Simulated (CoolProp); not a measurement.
R143a at 289.96 K and 0.603 MPa is compressed adiabatically to 4.06 MPa with isentropic efficiency 0.7. Each further row changes one setting.

The numbers come from the reference Helmholtz-energy equation of state, Lemmon and Jacobsen 2000 in CoolProp.

| case | work (kJ/kg) | final temperature (K) | final density (kg/m³) |
|---|---|---|---|
| as stated | ___ | ___ | 150 |
| efficiency 1 | ___ | ___ | ___ |
| efficiency 0.65 | ___ | ___ | ___ |

Q: Complete the blanks.

A: 
- as stated, work (kJ/kg): 68.8
- as stated, final temperature (K): 389.7
- efficiency 1, work (kJ/kg): 48.1
- efficiency 1, final temperature (K): 376.9
- efficiency 1, final density (kg/m³): 169
- efficiency 0.65, work (kJ/kg): 74.0
- efficiency 0.65, final temperature (K): 393.2
- efficiency 0.65, final density (kg/m³): 146
